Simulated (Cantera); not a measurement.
Feed: 1 mol BF3, 0.078 mol H2O, 0.22 mol H2, equilibrated at 1000 K and 133 Pa.

Equilibrium computed with Cantera from the NASA thermochemical tables; the gas is ideal and each condensed phase is pure. Candidate condensed phases: B, B2O3, B3O3H3, H2O; 43 gas species. Equilibrium is a limit: real reactors are often held back by kinetics, nucleation or transport.

Base state: BF3 0.702, H2 0.166, HF 0.108, B3O3F3 0.0172, H2O 0.00516, BOF 0.00218, HBO2 2.48e-5 (mole fractions); condensed: gas only.

Task: What changes in the equilibrium state with this change: temperature from 1000 K to 1475 K?

Result: 
| species | before | after |
|---|---|---|
| BF3 | 0.702 | 0.666 |
| H2 | 0.166 | 0.158 |
| HF | 0.108 | 0.116 |
| BOF | 0.00218 | 0.0566 |
| B3O3F3 | 0.0172 | 1.82e-7 |
| BF2 | 7.68e-8 | 0.00229 |
| BF | <1e-9 | 2.38e-5 |
| H | 2.53e-8 | 0.000141 |
| HBO | 4.04e-9 | 1.21e-5 |
The tables' values for BF2 are old estimates; treat these amounts as uncertain.

Task: What changes in the equilibrium state with this change: temperature from 1000 K to 1373.15 K?

Result: 
```csv
species,before,after
BF3,0.702,0.669
H2,0.166,0.159
HF,0.108,0.114
BOF,0.00218,0.0566
B3O3F3,0.0172,4.86e-6
BF2,7.68e-8,0.000464
H,2.53e-8,3.65e-5
H2O,0.00516,7.48e-5
BHF2,6.00e-6,0.000290
HBO2,2.48e-5,1.19e-5
```
The tables' values for BF2 are old estimates; treat these amounts as uncertain.
